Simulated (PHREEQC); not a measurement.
PHREEQC input (ion-association model, wateq4f.dat):

```
SOLUTION_MASTER_SPECIES
  An  An-  0  An  62.0  # stands for a non-complexing anion
SOLUTION_SPECIES
  An- = An-
    -log_k 0
    -gamma 3.0 0
PHASES
  Fix_H+
    H+ = H+
    -log_k 0
SOLUTION 1
  temp 25
  units mmol/kgw
  pH 7 charge
  Se(6) 0.00016
  Na 100
  B 0.0001
  An 100
END
SELECTED_OUTPUT 1
  -reset false
  -pH true
  -pe true
  -ionic_strength true
  -water true
  -totals B Na Se Se(-2) Se(4) Se(6)
  -molalities Hfo_wOH Hfo_wOH2+ Hfo_wO- Hfo_sOH Hfo_sOH2+ Hfo_sO- Hfo_wH2BO3 Hfo_wSeO4- Hfo_wOHSeO4-2
USER_PUNCH 1
  -headings sigma psi
  10 PUNCH EDL("sigma", "Hfo"), EDL("psi", "Hfo")
PRINT
  -reset false
USE solution 1
SURFACE 1
  Hfo_wOH 6.06742e-05 600 0.027
  Hfo_sOH 1.51685e-06
EQUILIBRIUM_PHASES 1
  Fix_H+ -4 HAn 10
    -force_equality true
  O2(g) -0.68 10
END
# ... the last block is repeated for the other 12 points of pH, with NaOH or the acid as the point needs
```

Selected output (columns that matter, 13 of 13 rows; pH added in front):

```
pH	mu	B	Na	Se	m_Hfo_wOH	m_Hfo_wOH2+	m_Hfo_wO-	m_Hfo_sOH	m_Hfo_sOH2+	m_Hfo_sO-	m_Hfo_wH2BO3	m_Hfo_wSeO4-	sigma	psi
4	0.10015	9.9997e-08	0.1	2.1488e-08	8.0171e-06	5.2491e-05	2.8052e-08	2.0089e-07	1.3153e-06	7.0289e-10	3.4316e-12	1.027e-07	0.31928	0.14635
4.5	0.10006	9.9993e-08	0.1	3.2922e-08	1.5669e-05	4.4752e-05	1.2569e-07	3.9255e-07	1.1211e-06	3.1487e-09	6.7065e-12	7.0623e-08	0.27138	0.13808
5	0.10003	9.9989e-08	0.1	5.8881e-08	2.4607e-05	3.5576e-05	3.8991e-07	6.1621e-07	8.9088e-07	9.7641e-09	1.0531e-11	3.9206e-08	0.21386	0.126
5.5	0.10002	9.9986e-08	0.1	1.008e-07	3.2746e-05	2.6957e-05	9.1128e-07	8.1946e-07	6.7459e-07	2.2804e-08	1.4011e-11	1.5689e-08	0.15841	0.11089
6	0.10001	9.9983e-08	0.1	1.3777e-07	3.8919e-05	1.9998e-05	1.7351e-06	9.7332e-07	5.0014e-07	4.3393e-08	1.6643e-11	4.0833e-09	0.11126	0.093417
6.5	0.10001	9.9982e-08	0.1	1.5435e-07	4.2922e-05	1.4917e-05	2.8294e-06	1.0732e-06	3.7295e-07	7.0742e-08	1.8323e-11	7.4601e-10	0.073734	0.073887
7	0.1	9.9981e-08	0.1	1.5889e-07	4.5157e-05	1.1428e-05	4.0875e-06	1.1289e-06	2.8572e-07	1.0219e-07	1.9174e-11	1.1094e-10	0.044806	0.052456
7.5	0.1	9.9981e-08	0.1	1.5981e-07	4.6211e-05	9.0675e-06	5.3952e-06	1.1553e-06	2.2669e-07	1.3488e-07	1.9294e-11	1.4729e-11	0.022419	0.029416
8	0.1	9.9982e-08	0.1	1.5997e-07	4.6564e-05	7.372e-06	6.7379e-06	1.1641e-06	1.843e-07	1.6845e-07	1.8467e-11	1.8412e-12	0.0038712	0.0053518
8.5	0.10001	9.9984e-08	0.10001	1.6e-07	4.6433e-05	5.9769e-06	8.2639e-06	1.1608e-06	1.4942e-07	2.066e-07	1.5897e-11	2.2586e-13	-0.013963	-0.018909
9	0.10002	9.9989e-08	0.10002	1.6e-07	4.5734e-05	4.6613e-06	1.0279e-05	1.1433e-06	1.1653e-07	2.5698e-07	1.093e-11	2.8094e-14	-0.0343	-0.04249
9.5	0.10005	9.9995e-08	0.10005	1.6e-07	4.4092e-05	3.3714e-06	1.321e-05	1.1023e-06	8.4286e-08	3.3026e-07	5.391e-12	3.6101e-15	-0.060069	-0.064684
10	0.10014	9.9998e-08	0.10015	1.6e-07	4.0948e-05	2.1905e-06	1.7536e-05	1.0237e-06	5.4763e-08	4.3839e-07	1.9674e-12	4.7908e-16	-0.093686	-0.085085
```

Complexes and solids missing from the database can't appear.
